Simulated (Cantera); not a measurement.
# Thermodynamics of silicon etching in halogen gases, feed Si + HCl + N2

Feed: 1 mol Si, 2.7 mol HCl, 2.8 mol N2, held at 1.33 mbar.

Method: chemical equilibrium by Gibbs-energy minimisation in Cantera with the NASA 1993 tables (ideal gas, pure condensed phases). Candidate condensed phases: NH4Cl, Si, Si3N4; 28 gas species. N2 is the only nitrogen source here; it is nearly inert below about 1500 K, so the nitride shown seldom forms there in practice. The tables' values for SiCl3, SiCl are old estimates; treat these amounts as uncertain. Rates play no part.

```tsv
T (K)	x N2	x HCl	x H2	x SiCl2	x SiCl4	x SiCl3	n Si3N4(s)
600	0.512	0.229	0.173	<1e-12	0.0865	3.76e-10	0.198
700	0.503	0.270	0.151	7.65e-12	0.0755	4.19e-8	0.215
800	0.496	0.301	0.135	3.27e-9	0.0674	1.41e-6	0.227
900	0.491	0.324	0.123	3.57e-7	0.0613	2.14e-5	0.236
1000	0.488	0.342	0.114	1.50e-5	0.0566	0.000187	0.243
1100	0.485	0.355	0.107	0.000314	0.0522	0.00108	0.248
1200	0.483	0.361	0.102	0.00377	0.0456	0.00443	0.247
1300	0.482	0.347	0.103	0.0262	0.0297	0.0114	0.223
1400	0.487	0.286	0.121	0.0852	0.00806	0.0127	0.152
1500	0.499	0.198	0.153	0.142	0.000954	0.00652	0.0677
1600	0.509	0.127	0.182	0.178	9.69e-5	0.00264	0.00252
```
x: gas mole fraction; n: condensed amount in mol.

From 600 K to 1600 K the condensed part is Si3N4(s). The main Si-bearing gas is SiCl4 at 600 K and SiCl2 at 1600 K. The share of Si in condensed phases is highest at 1100 K (74.4 %) and lowest at 1600 K (0.8 %).
